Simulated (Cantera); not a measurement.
Charge: 1 mol SiO₂, 31 mol H₂, at 775 K and 13300 Pa.

Method: chemical equilibrium by Gibbs-energy minimisation in Cantera with the NASA 1993 tables (ideal gas, pure condensed phases). Candidate condensed phases: H₂O, Si, SiO₂; 18 gas species. Rates play no part.

Base state: H₂ 1.00 (mole fractions); condensed: SiO₂(α-quartz).

Q: What changes in the equilibrium state with this change: 0.21 mol NH₃ added?

A: 
```tsv
species	before	after
H₂	1.00	0.997
N₂	0	0.00333
NH₃	0	2.97e-5
SiO₂(α-quartz), mol	1.00	1.000
Si₂N₂O(s), mol	0	2.64e-5
```
Further candidate phases: Si₂N₂O, Si₃N₄.
